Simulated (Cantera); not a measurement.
A Cantera script and its output.

```python
import numpy as np
import cantera as ct

gas = ct.Solution("gri30.yaml")
gas.TPX = 1698, 41000, {'CH4': 1, 'O2': 1.43, 'N2': 5.37}
reactor = ct.IdealGasConstPressureReactor(gas, energy="on", clone=False)
net = ct.ReactorNet([reactor])
net.rtol, net.atol = 1e-08, 1e-16
show = ['CH4', 'O2', 'O', 'H2', 'CH3', 'CO2']
times = np.geomspace(2e-06, 2, 16)

steps = ct.SolutionArray(gas, extra=["t"])
rows = []
print(f"{'t/s':>10s}{'T/K':>9s}{'P/Pa':>11s}" + "".join(f"{s:>11s}" for s in show))
for t in times:
    while net.time < t:
        t_next = net.step()
        steps.append(gas.state, t=t_next)
    rows.append([np.interp(t, steps.t, y) for y in (steps.T, steps.P, *steps(*show).X.T)])
    print(f"{t:10.3e}{rows[-1][0]:9.1f}{rows[-1][1]:11.4g}" + "".join(f"{x:11.3e}" for x in rows[-1][2:]))
rate = np.gradient(steps.T, steps.t)
print("integrator steps:", len(steps.t))
if steps.T.max() > steps.T[0] + 200:
    print(f"time of steepest temperature rise: {steps.t[rate.argmax()]:.4e} s")
gas.TPX = 1698, 41000, {'CH4': 1, 'O2': 1.43, 'N2': 5.37}
gas.equilibrate("HP")
print(f"equilibrium (HP): T = {gas.T:.1f} K  " + "  ".join(f"{s} {gas[s].X[0]:.3e}" for s in show))
```

It prints:

```
       t/s      T/K       P/Pa        CH4         O2          O         H2        CH3        CO2
 2.000e-06   1698.0    4.1e+04  1.282e-01  1.833e-01  7.394e-08  6.857e-07  2.982e-06  3.369e-12
 5.024e-06   1698.0    4.1e+04  1.282e-01  1.833e-01  8.662e-08  2.023e-06  8.559e-06  4.623e-11
 1.262e-05   1697.9    4.1e+04  1.282e-01  1.833e-01  1.073e-07  5.526e-06  2.342e-05  4.988e-10
 3.170e-05   1697.8    4.1e+04  1.281e-01  1.833e-01  1.684e-07  1.542e-05  6.590e-05  6.476e-09
 7.962e-05   1697.5    4.1e+04  1.279e-01  1.832e-01  3.839e-07  5.124e-05  2.059e-04  1.190e-07
 2.000e-04   1698.3    4.1e+04  1.267e-01  1.826e-01  1.509e-06  3.263e-04  7.838e-04  3.667e-06
 5.024e-04   2143.0    4.1e+04  3.183e-02  9.634e-02  3.848e-04  5.835e-02  1.119e-02  4.094e-03
 1.262e-03   2731.3    4.1e+04  1.703e-14  5.509e-03  5.512e-03  5.964e-02  1.351e-13  3.080e-02
 3.170e-03   2749.1    4.1e+04  2.385e-14  4.856e-03  4.858e-03  6.006e-02  1.760e-13  3.076e-02
 7.962e-03   2746.2    4.1e+04  2.489e-14  4.635e-03  4.680e-03  6.055e-02  1.807e-13  3.056e-02
 2.000e-02   2745.9    4.1e+04  2.498e-14  4.614e-03  4.664e-03  6.060e-02  1.811e-13  3.054e-02
 5.024e-02   2745.9    4.1e+04  2.498e-14  4.614e-03  4.664e-03  6.060e-02  1.811e-13  3.054e-02
 1.262e-01   2745.9    4.1e+04  2.498e-14  4.614e-03  4.664e-03  6.060e-02  1.811e-13  3.054e-02
 3.170e-01   2745.9    4.1e+04  2.498e-14  4.614e-03  4.664e-03  6.060e-02  1.811e-13  3.054e-02
 7.962e-01   2745.9    4.1e+04  2.498e-14  4.614e-03  4.664e-03  6.060e-02  1.811e-13  3.054e-02
 2.000e+00   2745.9    4.1e+04  2.498e-14  4.614e-03  4.664e-03  6.060e-02  1.811e-13  3.054e-02
integrator steps: 1657
time of steepest temperature rise: 5.1224e-04 s
equilibrium (HP): T = 2745.9 K  CH4 3.097e-14  O2 4.614e-03  O 4.664e-03  H2 6.060e-02  CH3 2.245e-13  CO2 3.054e-02
```

Cantera simulation using GRI-Mech 3.0 (53 species, 325 reactions); the numbers are that mechanism's predictions, not measurements.
